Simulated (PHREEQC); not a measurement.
Solution (25 °C): 38 mmol/kgw NaHCO3 and 10 mmol/kgw K2HPO4. Closed to the air; pH follows from the charge balance.

The numbers come from PHREEQC with the ion-association model, phreeqc.dat.

This is a speciation only: nothing precipitates in the calculation.

Q: Estimate the pH.

A: pH 8.27.

Q: In which forms is C present?

A: HCO3- 96 %, CO3-2 1.6 %, NaHCO3 1.3 %, CO2 0.9 % of the C.
